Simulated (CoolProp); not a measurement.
The numbers come from the reference Helmholtz-energy equation of state, Lemmon 2005 in CoolProp. It is a short technical equation, of lower accuracy than the large ones.

Problem. For cis-2-butene, give the phase and the cp (kJ/(kg K)) at 81.05 °C and 0.212 bar; 81.05 °C and 1.19 bar; 81.05 °C and 6.7 bar.

Solution. 
- 81.05 °C and 0.212 bar: gas; cp 1.66
- 81.05 °C and 1.19 bar: gas; cp 1.68
- 81.05 °C and 6.7 bar: gas; cp 1.86
